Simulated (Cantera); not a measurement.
NO annealing gas

An isothermal, constant-pressure homogeneous reactor starts with NO : N₂ = 1 : 1.1 (molar parts), at 2075 K and 0.0133 bar.

Detailed kinetics in Cantera: GRI-Mech 3.0 (53 species, 325 reactions). Radical loss at walls, strong at low pressure, is not modelled.

```csv
t (s),x NO,x N₂O,x O,x O₂,x N₂,x NO₂
0.000300,0.476,1.77e-6,1.79e-6,3.66e-9,0.524,1.65e-9
0.000711,0.476,4.14e-6,4.29e-6,2.07e-8,0.524,8.89e-9
0.00169,0.476,9.57e-6,1.04e-5,1.18e-7,0.524,4.56e-8
0.00400,0.476,2.14e-5,2.59e-5,6.93e-7,0.524,2.11e-7
0.00949,0.476,4.41e-5,6.73e-5,4.24e-6,0.524,8.16e-7
0.0225,0.476,7.64e-5,0.000183,2.78e-5,0.524,2.54e-6
0.0533,0.475,9.61e-5,0.000469,0.000186,0.524,5.96e-6
0.126,0.473,8.75e-5,0.000937,0.00107,0.525,9.97e-6
0.300,0.465,7.63e-5,0.00134,0.00448,0.529,1.40e-5
0.711,0.445,6.46e-5,0.00171,0.0144,0.539,2.02e-5
1.69,0.391,4.40e-5,0.00237,0.0413,0.566,2.92e-5
4.00,0.260,1.64e-5,0.00344,0.106,0.630,3.19e-5
```
x: mole fraction; the columns are a selection and need not sum to one.

Equilibrium at this temperature and pressure: NO 0.00962, N₂O 6.08e-8, O 0.00487, O₂ 0.230, N₂ 0.755, NO₂ 1.77e-6 (gas phase only).
